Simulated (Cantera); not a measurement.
# Pyrogenic steam for wet oxidation

An isothermal, constant-pressure homogeneous reactor starts with H₂ : O₂ : N₂ = 1.7 : 1 : 14 (molar parts), equivalence ratio 0.85, at 1050 K and 0.612 atm.

Computed with Cantera and the H2/O2 subset of GRI-Mech 3.0, which has no nitrogen chemistry. The temperature is held fixed by assumption; the heat of reaction is taken as removed at once.

```json
[
 {"t (s)": "0.000300", "x H₂": "0.102", "x O₂": "0.0599", "x HO₂": "3.19e-6", "x OH": "4.27e-7", "x O": "1.06e-6", "x H": "8.30e-6", "x H₂O₂": "9.92e-9"},
 {"t (s)": "0.00110", "x H₂": "0.00372", "x O₂": "0.0114", "x HO₂": "8.04e-6", "x OH": "0.000316", "x O": "0.000247", "x H": "0.00118", "x H₂O₂": "1.59e-6"},
 {"t (s)": "0.00405", "x H₂": "0.000450", "x O₂": "0.00967", "x HO₂": "4.52e-6", "x OH": "4.38e-5", "x O": "1.30e-5", "x H": "1.70e-5", "x H₂O₂": "8.22e-7"},
 {"t (s)": "0.0149", "x H₂": "8.69e-5", "x O₂": "0.00950", "x HO₂": "1.81e-6", "x OH": "1.12e-5", "x O": "1.11e-6", "x H": "8.15e-7", "x H₂O₂": "2.22e-7"},
 {"t (s)": "0.0548", "x H₂": "1.46e-5", "x O₂": "0.00947", "x HO₂": "4.10e-7", "x OH": "3.67e-6", "x O": "9.42e-8", "x H": "4.52e-8", "x H₂O₂": "2.64e-8"},
 {"t (s)": "0.201", "x H₂": "1.14e-6", "x O₂": "0.00946", "x HO₂": "3.62e-8", "x OH": "1.69e-6", "x O": "1.14e-8", "x H": "1.70e-9", "x H₂O₂": "4.61e-9"},
 {"t (s)": "0.740", "x H₂": "1.86e-8", "x O₂": "0.00946", "x HO₂": "1.42e-9", "x OH": "9.51e-7", "x O": "3.01e-9", "x H": "3.33e-11", "x H₂O₂": "1.47e-9"},
 {"t (s)": "2.72", "x H₂": "3.12e-9", "x O₂": "0.00946", "x HO₂": "3.83e-10", "x OH": "5.15e-7", "x O": "8.86e-10", "x H": "4.39e-12", "x H₂O₂": "4.42e-10"},
 {"t (s)": "10.0", "x H₂": "9.68e-10", "x O₂": "0.00946", "x HO₂": "1.84e-10", "x OH": "2.78e-7", "x O": "2.59e-10", "x H": "<1e-12", "x H₂O₂": "1.31e-10"}
]
```
x: mole fraction; the columns are a selection and need not sum to one.

Equilibrium at this temperature and pressure: H₂ 5.10e-10, O₂ 0.00946, HO₂ 1.79e-10, OH 1.57e-7, O 8.32e-11, H <1e-12, H₂O₂ 4.26e-11 (gas phase only).
